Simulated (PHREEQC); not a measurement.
Consider water at 25 °C with 69 mmol/kgw CuSO4, 5.4 mmol/kgw HCl and 4.3 mmol/kgw KCl. Closed to the air; pH follows from the charge balance.

Computed with PHREEQC (ion-association model, wateq4f.dat).

Each row changes one thing in this solution. Precipitation was switched off in this run.

```
case                                  pH  ionic strength (mol/kgw)  Cu+2 (mol/kgw)  SO4-2 (mol/kgw)  CuSO4 (mol/kgw)  Cl- (mol/kgw)  SI of Chalcanthite (CuSO4:5H2O)  SI of Tenorite (CuO)
----------------------------------  ----  ------------------------  --------------  ---------------  ---------------  -------------  -------------------------------  --------------------
as made                             2.70                     0.158          0.0385           0.0356           0.0302        0.00936                            -1.18                 -4.09
temperature from 25 to 35 °C        2.75                     0.156          0.0380           0.0350           0.0305        0.00918                            -1.24                 -3.64
diluted 5-fold with water           3.19                    0.0389         0.00940          0.00906          0.00438        0.00192                            -2.03                 -3.55
temperature from 25 to 60 °C        2.92                     0.151          0.0369           0.0339           0.0308        0.00841                            -1.38                 -2.53
0.055 mol/kgw Cd(NO3)2 added        2.60                     0.283          0.0504           0.0252           0.0184        0.00531                            -1.39                     …
HCl from 0.0054 to 0.027 mol/kgw    1.96                     0.175          0.0421           0.0298           0.0257         0.0301                            -1.25                 -5.55
temperature from 25 to 30 °C        2.73                     0.157          0.0382           0.0353           0.0303        0.00928                                …                 -3.86
CuSO4 from 0.069 to 0.0621 mol/kgw  2.68                     0.145          0.0352           0.0324           0.0266        0.00938                                …                 -4.15
temperature from 25 to 50 °C        2.84                         …          0.0373           0.0342           0.0308        0.00878                                …                 -2.97
```

Task: Some entries are withheld; supply them.

Result: 
- 0.055 mol/kgw Cd(NO3)2 added, SI of Tenorite (CuO): -4.24
- temperature from 25 to 30 °C, SI of Chalcanthite (CuSO4:5H2O): -1.21
- CuSO4 from 0.069 to 0.0621 mol/kgw, SI of Chalcanthite (CuSO4:5H2O): -1.23
- temperature from 25 to 50 °C, ionic strength (mol/kgw): 0.153
- temperature from 25 to 50 °C, SI of Chalcanthite (CuSO4:5H2O): -1.32

Away from 25 °C the constants follow the database's enthalpies or fits; those with neither stay at their 25 °C values.
